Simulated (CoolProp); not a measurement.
Vapour-liquid equilibrium of R134a (1) + R245fa (2) at 0.48 MPa; x and y are mole fractions of (1).

Values from CoolProp's multi-fluid Helmholtz-energy mixture model, Tillner-Roth 1994 and Akasaka 2015; pair parameters Akasaka 2014.

```
x     bubble temperature (°C)  y at the bubble point  dew temperature at overall composition x (°C)  liquid density (mol/L)
----  -----------------------  ---------------------  ---------------------------------------------  ----------------------
0.05                      ___                  0.138                                           59.9                   9.365
0.2                      47.0                  0.447                                           55.5                     ___
0.35                     38.5                  0.646                                           50.5                   10.29
0.5                       ___                    ___                                           44.9                   10.73
0.65                     25.5                    ___                                            ___                     ___
0.8                      20.3                  0.938                                           30.2                   11.59
0.95                     15.8                  0.987                                            ___                   12.05
```

**Question.** Complete the blanks.

**Answer.** 
- 0.05, bubble temperature (°C): 57.4
- 0.2, liquid density (mol/L): 9.844
- 0.5, bubble temperature (°C): 31.5
- 0.5, y at the bubble point: 0.779
- 0.65, y at the bubble point: 0.872
- 0.65, dew temperature at overall composition x (°C): 38.3
- 0.65, liquid density (mol/L): 11.16
- 0.95, dew temperature at overall composition x (°C): 19.3

No azeotrope shows between x = 0.05 and 0.95.

Pair parameters are fitted to limited data, so mixtures are less certain than the pure fluids.
